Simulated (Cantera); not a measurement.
Mixture: CH4 : C2H6 : O2 : N2 = 1 : 0.072 : 5.24 : 19.7 (molar parts), at 11.8 atm, adiabatic and at constant volume. Ignition delay is the time to a rise of 400 K.

Detailed kinetics in Cantera: GRI-Mech 3.0 (53 species, 325 reactions). The pressure lies above the range GRI-Mech 3.0 was tuned for (to about 10 atm).

### Question
What does this change do: pressure from 11.8 atm to 38.5 atm?

### Answer
```csv
quantity,before,after
delay at 1223 K,0.813 ms,0.380 ms
delay at 1373 K,0.157 ms,72.7 µs
delay at 1523 K,40.7 µs,18.9 µs
delay at 1673 K,13.1 µs,6.13 µs
apparent activation energy between 1598 and 1748 K,160 kJ/mol,160 kJ/mol
```

### Question
What does this change do: constant pressure in place of constant volume?

### Answer
```json
[
 {"quantity": "delay at 1223 K", "before": "0.813 ms", "after": "0.862 ms"},
 {"quantity": "delay at 1373 K", "before": "0.157 ms", "after": "0.168 ms"},
 {"quantity": "delay at 1523 K", "before": "40.7 µs", "after": "44.3 µs"},
 {"quantity": "delay at 1673 K", "before": "13.1 µs", "after": "14.4 µs"},
 {"quantity": "apparent activation energy between 1598 and 1748 K", "before": "160 kJ/mol", "after": "160 kJ/mol"}
]
```

### Question
What does this change do: 0.046 parts H2 added?

### Answer
| quantity | before | after |
|---|---|---|
| delay at 1223 K | 0.813 ms | 0.657 ms |
| delay at 1373 K | 0.157 ms | 0.132 ms |
| delay at 1523 K | 40.7 µs | 36.1 µs |
| delay at 1673 K | 13.1 µs | 12.1 µs |
| apparent activation energy between 1598 and 1748 K | 160 kJ/mol | 150 kJ/mol |
